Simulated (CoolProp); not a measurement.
Vapour-liquid equilibrium of R113 (1) + n-hexane (2) at -13.05 °C; x and y are mole fractions of (1).

Computed with CoolProp (multi-fluid Helmholtz-energy mixture model, Marx 1992 and Thol 2019; pair parameters Bell 2016).

```tsv
x	bubble pressure (MPa)	y at the bubble point	dew pressure at overall composition x (MPa)	liquid density (mol/L)
0.05	0.003315	0.173	0.002994	8.024
0.15	0.004067	0.391	0.003250	8.096
0.25	0.004696	0.526	0.003549	8.169
0.35	0.005233	0.621	0.003903	8.245
0.45	0.005701	0.695	0.004324	8.324
0.55	0.006119	0.757	0.004824	8.406
0.65	0.006503	0.812	0.005412	8.491
0.75	0.006862	0.864	0.006074	8.579
0.85	0.007203	0.917	0.006765	8.671
0.95	0.007531	0.971	0.007408	8.767
```

No azeotrope shows between x = 0.05 and 0.95.

Pair parameters are fitted to limited data, so mixtures are less certain than the pure fluids.
